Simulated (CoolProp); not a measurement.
A Linde-Hampson liquefier for methane: isothermal reversible compression at 200 K from 1 atm to 20 MPa, throttling to 1 atm, return gas leaving the recuperator 2 K below the feed. Each further row changes one setting.

Computed with CoolProp (reference Helmholtz-energy equation of state, Setzmann 1991).

| case | liquid yield per pass | compression work (kJ/kg of gas) |
|---|---|---|
| as stated | ? | 427 |
| high pressure 40 MPa | ? | ? |
| warm-end temperature 230 K | ? | ? |
| warm-end gap 7 K | 0.502 | 427 |

**Question.** Complete the blanks.

**Answer.** 
- as stated, liquid yield per pass: 0.510
- high pressure 40 MPa, liquid yield per pass: 0.494
- high pressure 40 MPa, compression work (kJ/kg of gas): 487
- warm-end temperature 230 K, liquid yield per pass: 0.393
- warm-end temperature 230 K, compression work (kJ/kg of gas): 541
